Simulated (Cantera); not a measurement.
# Low-pressure radical oxidation in H2/O2

An isothermal, constant-pressure homogeneous reactor starts with 1.38 % H₂, 98.6 % O₂, equivalence ratio 0.0070, at 1350 K and 3900 Pa.

Detailed kinetics in Cantera: the H2/O2 subset of GRI-Mech 3.0, which has no nitrogen chemistry. Radical loss at walls, strong at low pressure, is not modelled.

```
t (s)        x H₂   x O₂     x H₂O    x H₂O₂       x O    x HO₂      x OH
--------  -------  -----  --------  --------  --------  -------  --------
0.000800   0.0134  0.986  0.000257   2.43e-9  0.000227  9.93e-7  0.000180
0.00295   7.31e-5  0.974    0.0127   4.84e-8    0.0112  1.92e-6   0.00157
0.0109    5.70e-5  0.977    0.0129   4.54e-8   0.00871  1.71e-6   0.00139
0.0400    2.81e-5  0.981    0.0133   3.64e-8   0.00420  1.19e-6  0.000982
0.147     6.27e-6  0.985    0.0136   1.88e-8  0.000918  4.81e-7  0.000466
0.543     7.99e-7  0.986    0.0138   5.35e-9  0.000116  1.09e-7  0.000167
2.00      1.03e-7  0.986    0.0139   1.09e-9   1.50e-5  2.91e-8   6.02e-5
7.37      2.13e-8  0.986    0.0139  2.91e-10   3.11e-6  2.79e-8   2.74e-5
27.1      1.46e-8  0.986    0.0139  2.16e-10   2.14e-6  3.12e-8   2.27e-5
100       1.46e-8  0.986    0.0139  2.16e-10   2.14e-6  3.12e-8   2.27e-5
```
x: mole fraction; the columns are a selection and need not sum to one.

Equilibrium at this temperature and pressure: H₂ 1.46e-8, O₂ 0.986, H₂O 0.0139, H₂O₂ 2.16e-10, O 2.14e-6, HO₂ 3.12e-8, OH 2.27e-5 (gas phase only).
